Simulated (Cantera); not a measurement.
A Cantera script and its output.

```python
import numpy as np
import cantera as ct

gas = ct.Solution("gri30.yaml")
gas.TPX = 475, 1000000, {'CH4': 1, 'C2H6': 0.067, 'O2': 1.86, 'N2': 7}
inlet = ct.Reservoir(gas, clone=True)
gas.equilibrate("HP")  # start burning
reactor = ct.IdealGasConstPressureReactor(gas, energy="on", clone=False)
exhaust = ct.Reservoir(gas, clone=True)
tau = [0.049, 0.022, 0.0098, 0.0044, 0.002, 0.00089, 0.0004, 0.00018, 8e-05, 3.6e-05, 1.6e-05, 7.2e-06, 3.2e-06][0]
for a, b in ((inlet, reactor), (reactor, exhaust)):
    ct.MassFlowController(a, b, mdot=lambda t: reactor.mass / tau)
net = ct.ReactorNet([reactor])
show = ['CH4', 'C2H6', 'O2', 'HCO', 'CH2CO', 'H']

rows = []
print(f"{'tau/s':>10s}{'T/K':>9s}" + "".join(f"{s:>11s}" for s in show))
for tau in [0.049, 0.022, 0.0098, 0.0044, 0.002, 0.00089, 0.0004, 0.00018, 8e-05, 3.6e-05, 1.6e-05, 7.2e-06, 3.2e-06]:
    net.initial_time = 0.0
    net.advance(30 * tau)
    before = gas.X
    net.advance(40 * tau)
    drift = np.max(np.abs(gas.X - before) / (gas.X + 1e-9))
    rows.append([gas.T, *gas[show].X, drift])
    print(f"{tau:10.3e}{gas.T:9.1f}" + "".join(f"{x:11.3e}" for x in gas[show].X))
```

Output:

```
     tau/s      T/K        CH4       C2H6         O2        HCO      CH2CO          H
 4.900e-02   2265.9  2.019e-05  1.581e-08  6.006e-05  5.652e-08  4.673e-08  4.954e-04
 2.200e-02   2264.4  3.580e-05  3.467e-08  1.031e-04  7.238e-08  9.940e-08  5.556e-04
 9.800e-03   2261.9  5.946e-05  7.591e-08  1.833e-04  1.036e-07  2.081e-07  6.473e-04
 4.400e-03   2258.2  9.260e-05  1.629e-07  3.258e-04  1.645e-07  4.201e-07  7.775e-04
 2.000e-03   2252.6  1.379e-04  3.410e-07  5.708e-04  2.838e-07  8.111e-07  9.538e-04
 8.900e-04   2243.9  2.057e-04  7.210e-07  1.010e-03  5.323e-07  1.546e-06  1.191e-03
 4.000e-04   2230.6  3.155e-04  1.521e-06  1.782e-03  1.036e-06  2.912e-06  1.471e-03
 1.800e-04   2209.6  5.268e-04  3.362e-06  3.225e-03  2.067e-06  5.806e-06  1.743e-03
 8.000e-05   2170.0  1.075e-03  9.006e-06  6.469e-03  4.201e-06  1.460e-05  1.832e-03
 3.600e-05    475.0  1.007e-01  6.749e-03  1.874e-01 -5.718e-34 -3.016e-18 -1.698e-31
 1.600e-05    475.0  1.007e-01  6.749e-03  1.874e-01 -1.805e-38 -1.104e-21 -6.191e-35
 7.200e-06    475.0  1.007e-01  6.749e-03  1.874e-01 -1.140e-39 -6.974e-23 -3.811e-36
 3.200e-06    475.0  1.007e-01  6.749e-03  1.874e-01 -7.202e-41 -4.405e-24 -2.490e-37
```

Detailed kinetics in Cantera: GRI-Mech 3.0 (53 species, 325 reactions).
